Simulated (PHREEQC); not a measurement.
## Brine: speciation

Consider water at 20 °C with 0.7 mol/kgw K2CO3. Closed to the air; pH follows from the charge balance.

Equilibrium calculation in PHREEQC: Pitzer model, pitzer.dat.

No solid was allowed to form.

Task: What pH, density, osmotic coefficient does the model give?

Result: pH 11.88; density 1.078 g/cm³; osmotic coefficient 0.793.

In brines, pH and single-ion activities rest on the MacInnes convention.
